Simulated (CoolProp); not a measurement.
Saturation properties of R22.

Computed with CoolProp (reference Helmholtz-energy equation of state, Kamei 1995).

| T (°C) | p (MPa) | liquid density (kg/m³) | vapour density (kg/m³) | enthalpy of vaporisation (kJ/kg) | liquid conductivity (mW/(m K)) |
|---|---|---|---|---|---|
| 12.05 | 0.7239 | 1239 | 30.62 | 194.9 | 90.3 |
| 17.55 | 0.8493 | 1219 | 35.90 | 189.9 | 87.8 |
| 23.15 | 0.9928 | 1198 | 42.02 | 184.6 | 85.3 |
| 28.65 | 1.150 | 1176 | 48.88 | 179.0 | 82.9 |
| 34.15 | 1.326 | 1154 | 56.69 | 173.2 | 80.4 |
| 39.75 | 1.524 | 1130 | 65.76 | 166.9 | 77.9 |
| 45.25 | 1.739 | 1105 | 75.95 | 160.3 | 75.4 |
| 50.75 | 1.976 | 1079 | 87.65 | 153.2 | 72.9 |
| 56.35 | 2.241 | 1050 | 101.4 | 145.4 | 70.2 |
| 61.85 | 2.526 | 1020 | 117.2 | 137.0 | 67.6 |
| 67.35 | 2.837 | 986.9 | 135.8 | 127.8 | 64.9 |
| 72.95 | 3.183 | 949.4 | 158.6 | 117.3 | 62.1 |

It boils at -40.8 °C under 1 atm.

Thermal conductivity comes from a separate model (McLinden 2000), an estimate that may be off by 10 % or more.
